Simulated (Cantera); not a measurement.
Input: 1 mol SiCl4, 1.1 mol Cl2, a varied amount of H2, held at 1123.15 K and 66000 Pa.

Equilibrium computed with Cantera from the NASA thermochemical tables; the gas is ideal and each condensed phase is pure. Candidate condensed phases: Si; 19 gas species. The tables' values for SiCl3 are old estimates; treat these amounts as uncertain. Equilibrium is a limit: real reactors are often held back by kinetics, nucleation or transport.

x: gas mole fraction; nothing condenses.

| n(H2) (mol) | x HCl | x H2 | x SiCl4 | x Cl2 | x SiHCl3 | x Cl |
|---|---|---|---|---|---|---|
| 0.77 | 0.536 | 8.99e-10 | 0.348 | 0.115 | 1.00e-11 | 0.000836 |
| 1.2 | 0.667 | 0.0300 | 0.303 | 5.30e-9 | 0.000234 | 1.80e-7 |
| 1.7 | [?] | [?] | [?] | [?] | [?] | [?] |
| 2.2 | [?] | [?] | [?] | [?] | [?] | [?] |
| 2.6 | 0.471 | 0.316 | 0.210 | 2.51e-10 | 0.00242 | 3.91e-8 |
| 3.1 | 0.426 | 0.381 | 0.189 | 1.70e-10 | 0.00290 | 3.23e-8 |
| 3.6 | 0.390 | 0.435 | 0.172 | 1.25e-10 | 0.00329 | 2.76e-8 |

Q: What belongs in the gaps?

A: 
- 1.7, x HCl: 0.580
- 1.7, x H2: 0.157
- 1.7, x SiCl4: 0.262
- 1.7, x Cl2: 7.70e-10
- 1.7, x SiHCl3: 0.00121
- 1.7, x Cl: 6.85e-8
- 2.2, x HCl: 0.514
- 2.2, x H2: 0.254
- 2.2, x SiCl4: 0.230
- 2.2, x Cl2: 3.72e-10
- 2.2, x SiHCl3: 0.00195
- 2.2, x Cl: 4.77e-8
